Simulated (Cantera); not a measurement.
# Si(CH₃)₄ + C₂H₂ + H₂ (silicon carbide growth)

A closed system holds: 1 mol Si(CH₃)₄, 0.016 mol C₂H₂, 3.7 mol H₂, equilibrated at 0.0230 bar.

Equilibrium computed with Cantera from the NASA thermochemical tables; the gas is ideal and each condensed phase is pure. Candidate condensed phases: C, C₆H₆, C₇H₈, C₈H₁₈, Si, SiC; 87 gas species. Gases not in the tables: Si₂H₆ and higher silanes. Kinetics and transport are ignored.

| T (K) | x H₂ | x H | x Si | x C₂H₂ (acetylene) | x SiC₂ | n C(graphite) | n SiC(s) |
|---|---|---|---|---|---|---|---|
| 1875 | 0.995 | 0.00431 | 1.32e-5 | 0.000315 | 2.92e-7 | 3.03 | 1.000 |
| 1925 | 0.993 | 0.00628 | 3.11e-5 | 0.000455 | 8.94e-7 | 3.02 | 1.000 |
| 1975 | 0.990 | 0.00898 | 7.02e-5 | 0.000643 | 2.58e-6 | 3.02 | 0.999 |
| 2025 | 0.986 | 0.0126 | 0.000152 | 0.000893 | 7.06e-6 | 3.02 | 0.998 |
| 2075 | 0.981 | 0.0174 | 0.000317 | 0.00122 | 1.84e-5 | 3.01 | 0.996 |
| 2125 | 0.974 | 0.0236 | 0.000639 | 0.00163 | 4.57e-5 | 3.01 | 0.992 |
| 2175 | 0.965 | 0.0316 | 0.00125 | 0.00215 | 0.000109 | 3.00 | 0.984 |
| 2225 | 0.953 | 0.0417 | 0.00236 | 0.00279 | 0.000249 | 3.00 | 0.969 |
| 2275 | 0.937 | 0.0542 | 0.00433 | 0.00357 | 0.000548 | 3.00 | 0.941 |
| 2325 | 0.916 | 0.0694 | 0.00776 | 0.00448 | 0.00117 | 3.02 | 0.890 |
x: gas mole fraction; n: condensed amount in mol.

From 1875 K to 2325 K the condensed part is C(graphite) + SiC(s). The main Si-bearing gas is Si throughout.
